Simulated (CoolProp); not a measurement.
Vapour-liquid equilibrium of propylene (1) + n-heptane (2) at 49.65 °C; x and y are mole fractions of (1).

Values from CoolProp's multi-fluid Helmholtz-energy mixture model, Lemmon 2013 and Span 2003; pair parameters Bell 2016.

```tsv
x	bubble pressure (bar)	y at the bubble point	dew pressure at overall composition x (bar)	liquid density (mol/L)
0.05	1.011	0.818	0.1959	6.742
0.15	2.926	0.939	0.2190	7.105
0.25	5.042	0.966	0.2482	7.493
0.35	7.188	0.977	0.2863	7.910
0.45	9.250	0.983	0.3381	8.355
0.55	11.18	0.987	0.4127	8.829
0.65	13.00	0.990	0.5294	9.328
0.75	14.80	0.992	0.7380	9.842
0.85	16.72	0.995	1.219	10.34
0.95	18.99	0.998	3.519	10.77
```

No azeotrope shows between x = 0.05 and 0.95.

The pair parameters rest on a limited set of measurements; away from them the model extrapolates.
